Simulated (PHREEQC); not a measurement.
Consider water at 34 °C with 0.0051 mol/kgw ZnCl2. Closed to the air; pH follows from the charge balance.

Equilibrium calculation in PHREEQC: ion-association model, phreeqc.dat.

Precipitation was switched off in this run.

Task: What pH, specific conductance does the model give?

Result: pH 5.56; specific conductance 1400 µS/cm.

Task: In which forms is Zn present?

Result: Zn+2 98 %, ZnCl+ 2.4 % of the Zn.
